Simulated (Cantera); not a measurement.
Ignition delay

Mixture: CO : H₂ : O₂ : N₂ = 1 : 0.038 : 0.472 : 1.27 (molar parts), equivalence ratio 1.1, at 730000 Pa, adiabatic and at constant pressure. Ignition delay is the time to a rise of 400 K.

Detailed kinetics in Cantera: GRI-Mech 3.0 (53 species, 325 reactions). The hydrogen kinetics of GRI-Mech 3.0 are dated; newer H2 mechanisms differ, most at raised pressure.

```
T0 (K)  delay (ms)
------  ----------
973           6.51
1023          1.85
1073         0.578
1123         0.195
1173        0.0753
1223        0.0371
1273        0.0228
1323        0.0160
```

```yaml
apparent activation energy between 1223 and 1323 K: 110 kJ/mol
```
